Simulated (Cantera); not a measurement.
Standard-state values (1 bar) from the NASA 1993 polynomials, evaluated with Cantera. Values are per mole of reaction as written; species without (g) are pure solids or liquids, kept so even where they would boil at 1 bar. The tables' values for BOCl are old estimates.

**Question.** Between 1675 and 2575 K, where is each reaction favourable under standard conditions?
- 2 B + 2 HBO2(g) + 2 Cl2(g) → H2(g) + 4 BOCl(g)

**Answer.** 
- 2 B + 2 HBO2(g) + 2 Cl2(g) → H2(g) + 4 BOCl(g): ΔG° is -410 kJ at 1675 K and -546 kJ at 2575 K; it stays negative (K > 1). ΔH° is -247 kJ and ΔS° 116 J/K at 2575 K.
